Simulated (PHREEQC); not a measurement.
PHREEQC input (Pitzer model, pitzer.dat):

```
SOLUTION 1
  temp 25
  units mol/kgw
  pH 7 charge
  Cl 0.07
  Na 0.0766
  C(4) 0.0033
END
USE solution 1
INCREMENTAL_REACTIONS false
REACTION 1
  H2O -1
  0 9.886 18.011 24.689 30.178 34.689 38.397 41.444
  43.949 46.007 47.699 49.089 50.232 51.172 51.944 52.578
  53.1 53.528 53.88 54.17 54.408 54.603 54.764 54.896
  55.005 55.094 55.168 55.228 moles
EQUILIBRIUM_PHASES 1
  Halite 0 0
  Nahcolite 0 0
  Natron 0 0
  Trona 0 0
SELECTED_OUTPUT 1
  -reset false
  -pH true
  -pe true
  -ionic_strength true
  -water true
  -activities H2O
  -totals C Cl Na
  -molalities H+ Na+ Cl- CO3-2 OH- HCO3- CO2
  -equilibrium_phases Halite Nahcolite Natron Trona
PRINT
  -reset false
END
```

Selected output (columns that matter, 24 of 28 rows; water left (kg) added in front):

```
water left (kg)	pH	mu	C	Cl	Na	m_H+	m_Na+	m_Cl-	m_CO3-2	m_OH-	la_H2O	Halite
1	10.63	0.079347	0.0033	0.07	0.0766	2.8909e-11	0.0766	0.07	0.0027466	0.0005534	-0.0010966	0
0.821895	10.66	0.096611	0.0040151	0.085169	0.093199	2.73e-11	0.093199	0.085169	0.0034114	0.0006037	-0.0013286	0
0.675516	10.688	0.11762	0.0048852	0.10362	0.11339	2.582e-11	0.11339	0.10362	0.0042275	0.00065772	-0.0016101	0
0.456317	10.743	0.17432	0.0072318	0.1534	0.16787	2.3161e-11	0.16787	0.1534	0.0064538	0.000778	-0.0023664	0
0.375047	10.769	0.21219	0.0087989	0.18664	0.20424	2.1946e-11	0.20424	0.18664	0.0079542	0.00084467	-0.0028703	0
0.308245	10.794	0.25829	0.010706	0.22709	0.2485	2.0789e-11	0.2485	0.22709	0.0097899	0.00091589	-0.0034833	0
0.25335	10.819	0.31438	0.013025	0.2763	0.30235	1.9676e-11	0.30235	0.2763	0.012034	0.00099162	-0.0042293	0
0.208221	10.842	0.38266	0.015849	0.33618	0.36788	1.8596e-11	0.36788	0.33618	0.014777	0.0010718	-0.0051388	0
0.171144	10.864	0.4657	0.019282	0.40901	0.44758	1.7537e-11	0.44758	0.40901	0.018126	0.001156	-0.0062484	0
0.11562	10.904	0.68972	0.028542	0.60543	0.66252	1.5438e-11	0.66252	0.60543	0.027208	0.0013342	-0.0092664	0
0.0950278	10.922	0.83938	0.034727	0.73663	0.80608	1.4372e-11	0.80608	0.73663	0.0333	0.0014262	-0.011308	0
0.0780931	10.938	1.0216	0.042257	0.89637	0.98088	1.3278e-11	0.98088	0.89637	0.040739	0.0015186	-0.013827	0
0.064185	10.952	1.2432	0.051414	1.0906	1.1934	1.2144e-11	1.1934	1.0906	0.049804	0.0016094	-0.016946	0
0.0527631	10.964	1.5126	0.062544	1.3267	1.4518	1.0959e-11	1.4518	1.3267	0.060847	0.001697	-0.020829	0
0.043359	10.974	1.841	0.076109	1.6144	1.7666	9.7101e-12	1.7666	1.6144	0.074329	0.0017796	-0.025712	0
0.0293069	10.988	2.7244	0.1126	2.3885	2.6137	7.0428e-12	2.6137	2.3885	0.11068	0.0019243	-0.039802	0
0.0240824	10.993	3.3158	0.13703	2.9067	3.1807	5.6586e-12	3.1807	2.9067	0.13504	0.0019862	-0.050111	0
0.0197947	10.999	4.0344	0.16671	3.5363	3.8697	4.3051e-12	3.8697	3.5363	0.16467	0.0020432	-0.06369	0
0.0162817	11.005	4.9052	0.20268	4.2993	4.7047	3.0538e-12	4.7047	4.2993	0.20058	0.0020996	-0.081824	0
0.0133812	11.015	5.9689	0.24661	5.2312	5.7244	1.972e-12	5.7244	5.2312	0.24445	0.0021642	-0.10666	0
0.0110032	11.045	6.7463	0.29991	5.8489	6.4487	1.3941e-12	6.4487	5.8489	0.29761	0.0023033	-0.12573	0.0056435
0.00743609	11.151	7.0431	0.44378	5.7145	6.6021	1.1759e-12	6.6021	5.7145	0.44097	0.0028111	-0.12696	0.027506
0.00610294	11.209	7.2431	0.54072	5.6241	6.7055	1.0827e-12	6.7055	5.6241	0.53761	0.0031084	-0.12781	0.035677
0.00502201	11.268	7.4834	0.65711	5.5155	6.8297	1.0004e-12	6.8297	5.5155	0.65367	0.0034324	-0.12885	0.042301
```
